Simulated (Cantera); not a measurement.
A closed system holds: 1 mol MgO, 13 mol HCl, 1.9 mol O2, at 1123 K and 0.000210 bar.

Method: chemical equilibrium by Gibbs-energy minimisation in Cantera with the NASA 1993 tables (ideal gas, pure condensed phases). Candidate condensed phases: H2O, Mg, MgCl2, MgO, Mg(OH)2; 22 gas species. Rates play no part.

Base state: HCl 0.817, O2 0.115, H2O 0.0293, Cl 0.0182, Cl2 0.0174, MgCl2 0.00284 (mole fractions); condensed: MgO(s).

Problem. What changes in the equilibrium state with this change: pressure from 0.000210 bar to 0.00930 bar?

Solution. 
```csv
species,before,after
HCl,0.817,0.782
O2,0.115,0.103
H2O,0.0293,0.0561
Cl2,0.0174,0.0524
Cl,0.0182,0.00476
MgCl2,0.00284,0.00136
"MgO(s), mol",0.958,0.980
```

Problem. What changes in the equilibrium state with this change: MgO replaced by TiO2?

Solution. 
```json
[
 {"species": "HCl", "before": "0.817", "after": "0.821"},
 {"species": "O2", "before": "0.115", "after": "0.114"},
 {"species": "H2O", "before": "0.0293", "after": "0.0278"},
 {"species": "MgCl2", "before": "0.00284", "after": "0"},
 {"species": "Cl2", "before": "0.0174", "after": "0.0184"},
 {"species": "Cl", "before": "0.0182", "after": "0.0188"},
 {"species": "MgO(s), mol", "before": "0.958", "after": "0"},
 {"species": "TiO2(rutile), mol", "before": "0", "after": "1.00"}
]
```
Condensed phases not in the tables: TiOCl. Further candidate phases: Ti, TiCl2, TiCl3, TiCl4, TiO, TiO2, Ti2O3, Ti3O5, Ti4O7.
